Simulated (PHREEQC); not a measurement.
Dissolve 1.2 mmol/kgw NH4HS and 43 mmol/kgw H2S at 20 °C. Closed to the air; pH follows from the charge balance.

All values are PHREEQC results (ion-association model, phreeqc.dat), not measurements.

```yaml
pH: 5.44
ionic_strength: 0.00120 mol/kgw
specific_conductance: 146 µS/cm
total_alkalinity: 1.20 meq/kg
```

```csv
species,molality,activity,log γ
H2S,0.0430,0.0430,0.000
HS-,0.00120,0.00116,-0.017
NH4+,0.00120,0.00115,-0.017
H+,3.77e-6,3.63e-6,-0.016
NH3,1.26e-7,1.26e-7,0.000
OH-,1.96e-9,1.88e-9,-0.017
```

No solid was allowed to form.
